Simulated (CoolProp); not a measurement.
Ethanol at 298.15 K and 0.331 MPa is throttled through a valve to 0.223 MPa with no heat exchange. Each further row changes one setting.

The numbers come from the reference Helmholtz-energy equation of state, Schroeder 2014 in CoolProp.

```csv
case,temperature change (K)
as stated,+0.0
outlet pressure 0.0669 MPa,+0.1
outlet pressure 0.29 MPa,+0.0
```
